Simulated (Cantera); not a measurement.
Feed: 1 mol MgF₂, 0.11 mol HF, 150 mol N₂, equilibrated at 13.3 mbar.

Method: chemical equilibrium by Gibbs-energy minimisation in Cantera with the NASA 1993 tables (ideal gas, pure condensed phases). Candidate condensed phases: Mg, MgF₂; 28 gas species. The numbers say what is thermodynamically allowed, not how fast it happens.

x: gas mole fraction; n: condensed amount in mol.

```tsv
T (K)	x N₂	x MgF₂	x HF	x F	x MgF	x Mg	n MgF₂(s)
750	0.999	<1e-12	0.000733	<1e-12	<1e-12	<1e-12	1.00
850	0.999	<1e-12	0.000733	<1e-12	<1e-12	<1e-12	1.00
950	0.999	?	0.000733	<1e-12	<1e-12	<1e-12	1.00
1050	0.999	9.79e-9	0.000733	7.28e-12	<1e-12	<1e-12	1.000
1150	0.999	4.34e-7	0.000733	7.91e-11	<1e-12	<1e-12	1.000
1250	0.999	1.03e-5	0.000733	5.99e-10	8.11e-12	<1e-12	0.998
1350	0.999	0.000150	0.000733	3.85e-9	1.08e-9	1.59e-12	0.978
1450	0.998	0.00148	0.000732	3.95e-8	3.53e-8	9.08e-11	0.777
1550	0.993	0.00661	0.000728	3.69e-7	3.60e-7	1.23e-9	0
1650	0.993	0.00662	0.000728	1.42e-6	1.38e-6	1.11e-8	0
1750	0.993	0.00661	0.000728	?	?	?	0
1850	0.993	0.00660	0.000728	1.39e-5	1.28e-5	4.34e-7	0
1950	0.993	0.00658	0.000727	3.71e-5	3.24e-5	1.99e-6	0
```

Problem. Fill in the missing entries.

Solution. 
- 1750, x F: 4.74e-6
- 1750, x MgF: 4.50e-6
- 1750, x Mg: 7.78e-8
- 950, x MgF₂: 9.64e-11
